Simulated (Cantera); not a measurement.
Charge: 1 mol CHF3, 0.013 mol Si.

These are equilibrium values from Cantera (NASA tables, ideal gas, pure condensed phases), not measurements of a reactor. Candidate condensed phases: C, C6H6, C7H8, C8H18, Si, SiC; 113 gas species. The tables' values for SiF2, SiF3 are old estimates. Rates play no part.

Task: What condenses at these points (T in K, P in Pa): (1725, 18); (3025, 1); (2325, 4.2); (2525, 320); (2725, 24000)?

Result: 
| T (K) | P in Pa | condensed phases | Si condensed (%) |
|---|---|---|---|
| 1725 | 18 | C | 0.0 |
| 3025 | 1 | gas only | 0.0 |
| 2325 | 4.2 | C | 0.0 |
| 2525 | 320 | C | 0.0 |
| 2725 | 24000 | C | 0.0 |
